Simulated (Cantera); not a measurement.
# Ignition delay

Mixture: CO : H2 : CH4 : O2 : N2 = 1 : 0.46 : 0.36 : 2.74 : 10.3 (molar parts), equivalence ratio 0.53, at 10.0 bar, adiabatic and at constant pressure. Ignition delay is the time to a rise of 400 K.

Model: GRI-Mech 3.0 (53 species, 325 reactions), integrated in Cantera.

```
T0 (K)  delay (ms)
------  ----------
1023          5.00
1073          1.58
1123         0.565
1173         0.239
1223         0.119
1273        0.0668
1323        0.0410
1373        0.0268
1423        0.0185
1473        0.0133
```

| Quantity | Result |
|---|---|
| apparent activation energy between 1373 and 1473 K | 120 kJ/mol |
